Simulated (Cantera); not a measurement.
A perfectly stirred reactor is fed with 100 % N2O, at 11000 Pa; it is held at 1400 K, and followed from long to short residence time.

Computed with Cantera and GRI-Mech 3.0 (53 species, 325 reactions). GRI-Mech 3.0 was tuned for natural gas; its chemistry of N2O as a main component is partial and can be far from experiment. The temperature is held fixed by assumption; the heat of reaction is taken as removed at once.

x: mole fraction; the columns are a selection and need not sum to one.

| τ (s) | x N2O | x NO | x O2 | x O | x N2 | x NO2 |
|---|---|---|---|---|---|---|
| 4.1 | 0.0942 | 0.107 | 0.248 | 2.08e-5 | 0.550 | 0.000109 |
| 1.5 | 0.212 | 0.0988 | 0.213 | 2.33e-5 | 0.476 | 9.66e-5 |
| 0.58 | 0.405 | 0.0767 | 0.160 | 2.45e-5 | 0.359 | 7.13e-5 |
| 0.22 | 0.639 | 0.0470 | 0.0967 | 2.51e-5 | 0.217 | 4.08e-5 |
| 0.082 | ___ | ___ | ___ | 2.53e-5 | ___ | ___ |
| 0.031 | 0.926 | 0.00971 | 0.0198 | 2.54e-5 | 0.0445 | 6.37e-6 |
| 0.012 | 0.970 | 0.00394 | 0.00803 | 2.54e-5 | 0.0181 | 1.86e-6 |
| 0.0044 | 0.989 | 0.00147 | 0.00299 | 2.53e-5 | 0.00674 | 3.90e-7 |
| 0.0016 | 0.996 | 0.000531 | 0.00108 | 2.50e-5 | 0.00245 | 6.33e-8 |
| 0.00061 | 0.998 | ___ | ___ | 2.43e-5 | ___ | ___ |

### Question
Some entries are withheld; supply them.

### Answer

- 0.082, x N2O: 0.826
- 0.082, x NO: 0.0228
- 0.082, x O2: 0.0467
- 0.082, x N2: 0.105
- 0.082, x NO2: 1.79e-5
- 0.00061, x NO: 0.000197
- 0.00061, x O2: 0.000402
- 0.00061, x N2: 0.000926
- 0.00061, x NO2: 9.55e-9
